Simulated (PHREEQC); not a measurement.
# Ultrapure water in contact with air or piping: speciation

A made-up water analysis in mg/L, 30 °C, pH 6.95, pe 0.2: Na 0.0191; K 0.00181; Ca 0.0177; Mg 0.00268; Cl 0.0174; S(6) as SO4 0.0623; Alkalinity as HCO3 0.0127; Li 8.22e-06; Sr 0.00181; Si as SiO2 2.97e-05; Br 5.93e-05; Fe(2) 9.69e-05; Mn(2) 3.68e-05.

Valence states are taken as typed.

All values are PHREEQC results (ion-association model, phreeqc.dat), not measurements.

Each row changes one thing in this solution. No solid was allowed to form.

```json
[
 {"case": "as made", "HCO3- (mol/kgw)": "1.89e-7", "CO2 (mol/kgw)": "4.51e-8", "SI of Quartz (SiO2)": "-5.40"},
 {"case": "pH from 6.95 to 6.65 at the same alkalinity", "HCO3- (mol/kgw)": "3.67e-7", "CO2 (mol/kgw)": "1.74e-7", "SI of Quartz (SiO2)": "-5.40"},
 {"case": "Si from 2.97e-05 to 8.91e-05 mg/L", "HCO3- (mol/kgw)": "1.89e-7", "CO2 (mol/kgw)": "4.51e-8", "SI of Quartz (SiO2)": "-4.92"},
 {"case": "temperature from 30 to 15 °C at the same typed pH", "HCO3- (mol/kgw)": "2.80e-7", "CO2 (mol/kgw)": "8.22e-8", "SI of Quartz (SiO2)": "-5.17"},
 {"case": "Mn(2) from 3.68e-05 to 0.00011 mg/L", "HCO3- (mol/kgw)": "1.89e-7", "CO2 (mol/kgw)": "4.51e-8", "SI of Quartz (SiO2)": "-5.40"}
]
```

Complexes and solids missing from the database can't appear.
